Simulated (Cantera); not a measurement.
A closed system holds: 1 mol C3H8, 1.5 mol O2, at 1 atm.

Cantera equilibrium calculation (NASA polynomials, part measured and part estimated; ideal gas, pure solids and liquids). Candidate condensed phases: C, C6H6, C7H8, C8H18, H2O; 110 gas species. The numbers say what is thermodynamically allowed, not how fast it happens.

Task: Which condensed phases are stable at each of these points (T (K)): 900, 1050, 1200, 1350, 1500, 1650, 1800, 1950, 2100, 2250, 2400, 2550, 2700, 2850?

Result: 
| T (K) | condensed phases | C condensed (%) |
|---|---|---|
| 900 | C(graphite) | 40.2 |
| 1050 | C(graphite) | 10.6 |
| 1200 | C(graphite) | 1.1 |
| 1350 | C(graphite) | 0.0 |
| 1500 | gas only | 0.0 |
| 1650 | gas only | 0.0 |
| 1800 | gas only | 0.0 |
| 1950 | gas only | 0.0 |
| 2100 | gas only | 0.0 |
| 2250 | gas only | 0.0 |
| 2400 | gas only | 0.0 |
| 2550 | gas only | 0.0 |
| 2700 | gas only | 0.0 |
| 2850 | gas only | 0.0 |

From 900 K to 1350 K the condensed part is C(graphite). From 1500 K to 2850 K nothing is condensed.
